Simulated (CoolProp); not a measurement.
Vapour-liquid equilibrium of R152A (1) + methanol (2) at 0.531 MPa; x and y are mole fractions of (1).

Computed with CoolProp (multi-fluid Helmholtz-energy mixture model, Outcalt 1996 and de Reuck 1993; pair parameters Bell 2016).

```tsv
x	bubble temperature, mixture model (°C)	bubble temperature, Raoult's law (°C)	y, mixture model	y, Raoult's law
0.05	83.9	101.4	0.605	0.339
0.125	59.4	86.3	0.843	0.628
0.2	49.1	74.2	0.900	0.779
0.275	44.0	64.4	0.921	0.862
0.35	40.9	56.5	0.933	0.910
0.425	38.6	49.9	0.941	0.940
0.5	36.5	44.3	0.949	0.959
0.575	34.4	39.5	0.956	0.972
0.65	32.3	35.4	0.963	0.981
0.725	30.1	31.7	0.971	0.988
0.8	27.7	28.4	0.978	0.992
0.875	25.3	25.4	0.986	0.996
0.95	22.8	22.8	0.995	0.999
```

The largest gap from Raoult's law is -26.9 K in bubble temperature, at x = 0.125. No azeotrope shows between x = 0.05 and 0.95.

Pair parameters are fitted to limited data, so mixtures are less certain than the pure fluids. With so large a gap from Raoult's law the liquid may split in two, which this calculation doesn't test in full.
